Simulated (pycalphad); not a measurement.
Phase fractions of Si-29.3Cu (at.%)

All values are pycalphad results on the COST 507 light-alloy database (1999) (1 atm), not direct measurements. These are 1990s assessments: newer ones move some temperatures and phases. Phase fractions are per mole of atoms. Diffusion is slow at the low end, where real alloys seldom reach equilibrium.

| T (K) | liquid | diamond (Si) | CU19SI6_ETA |
|---|---|---|---|
| 1525 | 1.000 | - | - |
| 1450 | 0.813 | 0.187 | - |
| 1375 | 0.638 | 0.362 | - |
| 1300 | 0.540 | 0.460 | - |
| 1225 | 0.482 | 0.518 | - |
| 1150 | 0.447 | 0.553 | - |
| 1075 | 0.423 | 0.577 | - |
| 1000 | - | 0.614 | 0.386 |
| 925 | - | 0.614 | 0.386 |
| 850 | - | 0.614 | 0.386 |
| 775 | - | 0.614 | 0.386 |
| 700 | - | 0.614 | 0.386 |
| 625 | - | 0.614 | 0.386 |
| 550 | - | 0.614 | 0.386 |

Database names, with the compositions (at.%) that they take in these runs: CU19SI6_ETA: Cu 76 Si 24.
